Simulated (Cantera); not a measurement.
A closed system holds: 1 mol HI, 0.1 mol H2, 0.1 mol O2, 2.2 mol H2O, equilibrated at 2327 °C and 97.5 Torr.

These are equilibrium values from Cantera (NASA tables, ideal gas, pure condensed phases), not measurements of a reactor. Candidate condensed phases: H2O, I2; 12 gas species. The numbers say what is thermodynamically allowed, not how fast it happens.

Base state: H2O 0.530, I 0.243, H2 0.127, H 0.0380, OH 0.0366, O2 0.0120, O 0.00707, HI 0.00569 (mole fractions); condensed: gas only.

Question: What changes in the equilibrium state with this change: temperature from 2327 °C to 2100 °C?

Answer: 
| species | before | after |
|---|---|---|
| H2O | 0.530 | 0.605 |
| I | 0.243 | 0.252 |
| H2 | 0.127 | 0.106 |
| H | 0.0380 | 0.0126 |
| OH | 0.0366 | 0.0128 |
| O2 | 0.0120 | 0.00243 |
| O | 0.00707 | 0.00103 |
| I2 | 2.52e-5 | 5.42e-5 |
| HI | 0.00569 | 0.00789 |

Question: What changes in the equilibrium state with this change: HI replaced by SO2?

Answer: 
| species | before | after |
|---|---|---|
| H2O | 0.530 | 0.524 |
| SO2 | 0 | 0.241 |
| H2 | 0.127 | 0.0629 |
| I | 0.243 | 0 |
| SO | 0 | 0.0297 |
| O2 | 0.0120 | 0.0479 |
| O | 0.00707 | 0.0141 |
| H | 0.0380 | 0.0267 |
| OH | 0.0366 | 0.0515 |
| HI | 0.00569 | 0 |
| S | 0 | 0.000884 |
| SH | 0 | 0.000242 |
| SO3 | 0 | 2.97e-5 |
Further candidate phases: H2SO4, S.
